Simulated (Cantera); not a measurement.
A Cantera script and what it prints.

```python
import numpy as np
import cantera as ct

gas_names = """
    H H2 Si SiH SiH2 SiH3 SiH4 Si2 Si3
""".split()
cond_names = """
    Si(cr) Si(L)
""".split()


# ... load() reads the species with a 1 bar reference pressure and builds the phases ...
atoms = {
    'Si3H8': {'Si': 3, 'H': 8},
    'H2': {'H': 2},
}
top_T = {}  # K; cautious upper limits of use, not melting points


# ... equilibrate(T, P, feed) seeds the gas with the atoms and calls Mixture.equilibrate('TP', solver="vcs", rtol=1e-11, max_steps=5000) ...
results = []
feed = {'Si3H8': 1, 'H2': 44}  # mol
P = 3000  # Pa
for T in [973, 1073, 1173, 1273, 1373, 1473, 1573, 1673, 1773]:
    mix = equilibrate(T, P, feed)
    results.append((T, P, feed, dict(zip(mix.species_names, mix.species_moles))))
    x = sorted(zip(gas.X, gas.species_names), reverse=True)
    print(f"T = {T:g} K  P = {P:g} Pa  gas = {mix.phase_moles(0):.4g} mol")
    print("   x: " + "  ".join(f"{s} {v:.3e}" for v, s in x if v > 1e-05))
    print("   condensed (mol): " + ("  ".join(f"{mix.phase(i).name} {mix.phase_moles(i):.4g}"
          for i in range(1, mix.n_phases) if mix.phase_moles(i) > 1e-12) or "none"))
```

It prints:

```
T = 973 K  P = 3000 Pa  gas = 48 mol
   x: H2 1.000e+00
   condensed (mol): Si(cr) 3
T = 1073 K  P = 3000 Pa  gas = 48 mol
   x: H2 1.000e+00
   condensed (mol): Si(cr) 3
T = 1173 K  P = 3000 Pa  gas = 48 mol
   x: H2 1.000e+00
   condensed (mol): Si(cr) 3
T = 1273 K  P = 3000 Pa  gas = 48 mol
   x: H2 1.000e+00
   condensed (mol): Si(cr) 3
T = 1373 K  P = 3000 Pa  gas = 48 mol
   x: H2 1.000e+00  H 1.923e-05
   condensed (mol): Si(cr) 3
T = 1473 K  P = 3000 Pa  gas = 48 mol
   x: H2 9.999e-01  H 7.304e-05
   condensed (mol): Si(cr) 3
T = 1573 K  P = 3000 Pa  gas = 48.01 mol
   x: H2 9.998e-01  H 2.347e-04
   condensed (mol): Si(cr) 3
T = 1673 K  P = 3000 Pa  gas = 48.02 mol
   x: H2 9.993e-01  H 6.573e-04  Si 1.393e-05  SiH2 1.101e-05
   condensed (mol): Si(cr) 2.999
T = 1773 K  P = 3000 Pa  gas = 48.04 mol
   x: H2 9.982e-01  H 1.641e-03  Si 7.101e-05  SiH2 2.463e-05  SiH 1.517e-05
   condensed (mol): Si(L) 2.995
```

Cantera equilibrium calculation (NASA polynomials, part measured and part estimated; ideal gas, pure solids and liquids). The feed counts by its element totals alone. Gases not in the tables: Si2H6 and higher silanes.
